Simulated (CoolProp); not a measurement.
Computed with CoolProp (reference Helmholtz-energy equation of state, Eisenbach 2021).

For propylene glycol, give the phase and the Joule-Thomson coefficient (K/MPa), expansivity (1/kK), fugacity coefficient at 431.2 K and 21400 kPa; 484.2 K and 21400 kPa; 493.1 K and 21400 kPa.


- 431.2 K and 21400 kPa: liquid; Joule-Thomson coefficient -0.205, expansivity 0.902, fugacity coefficient 0.00280
- 484.2 K and 21400 kPa: liquid; Joule-Thomson coefficient -0.160, expansivity 1.05, fugacity coefficient 0.0141
- 493.1 K and 21400 kPa: liquid; Joule-Thomson coefficient -0.151, expansivity 1.09, fugacity coefficient 0.0177
